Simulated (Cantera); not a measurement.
Cantera with NASA thermochemical tables; ideal gases at 1 bar, condensed phases pure. Values are per mole of reaction as written; species without (g) are pure solids or liquids, kept so even where they would boil at 1 bar.

Problem. Between 300 and 1873 K, where is each reaction favourable under standard conditions?
- C2H6(g) + 4 C → 3 C2H2(g)

Solution. 
- C2H6(g) + 4 C → 3 C2H2(g): ΔG° is 663 kJ at 300 K and 76 kJ at 1873 K; it stays positive (K < 1). ΔH° is 770 kJ and ΔS° 370 J/K at 1873 K.
